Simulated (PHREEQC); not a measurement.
## Alkaline etch or developer

Consider water at 5 °C with 0.37 mol/kgw TMAH and 0.14 mol/kgw Na2CO3. Closed to the air; pH follows from the charge balance.

Computed with PHREEQC (ion-association model, phreeqc.dat).

No solid was allowed to form.

Estimate the pH, activity of water.

pH 14.09; activity of water 0.981.

In which forms is Na present?

Na+ 88 %, NaCO3- 12 % of the Na.

Caution: at this ionic strength the ion-association model is outside its range; a Pitzer model would be the better tool where its parameters exist. Complexes and solids missing from the database can't appear. (CH3)4N+ isn't in the database: it is added as a free cation with an ion size of 4 Å. Away from 25 °C the constants follow the database's enthalpies or fits; those with neither stay at their 25 °C values.
